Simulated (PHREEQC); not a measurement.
**Acid mine or pickling water: speciation**

A made-up water analysis in mg/kgw, 25 °C, pH 2.23, pe 11.6:

```
constituent  mg/kgw
-----------  ------
Na              139
K              12.2
Ca             80.9
Mg             59.4
Cl              181
S(6) as SO4    1040
Zn             0.59
Cu(2)          2.11
```

Valence states are taken as typed.

Computed with PHREEQC (ion-association model, phreeqc.dat).

Each row changes one thing in this solution. Precipitation was switched off in this run.

| case | ionic strength (mol/kgw) | HSO4- (mol/kgw) | MgSO4 (mol/kgw) | CaSO4 (mol/kgw) | NaSO4- (mol/kgw) | CaHSO4+ (mol/kgw) | SI of Gypsum (CaSO4:2H2O) | SI of Halite (NaCl) |
|---|---|---|---|---|---|---|---|---|
| as made | 0.0306 | 0.00246 | 0.000772 | 0.000511 | 0.000108 | 2.35e-5 | -0.96 | -6.23 |
| temperature from 25 to 30 °C at the same typed pH | ? | 0.00265 | 0.000819 | 0.000510 | 0.000108 | 2.53e-5 | -0.97 | -6.24 |
| K from 12.2 to 36.6 mg/kgw | ? | 0.00246 | 0.000769 | 0.000509 | 0.000108 | 2.34e-5 | -0.96 | -6.23 |
| Na from 139 to 69.5 mg/kgw | 0.0290 | 0.00249 | 0.000785 | 0.000521 | 5.48e-5 | 2.38e-5 | -0.95 | -6.53 |

What belongs in the gaps?


- temperature from 25 to 30 °C at the same typed pH, ionic strength (mol/kgw): 0.0301
- K from 12.2 to 36.6 mg/kgw, ionic strength (mol/kgw): 0.0309

Species that the database lacks are ignored.
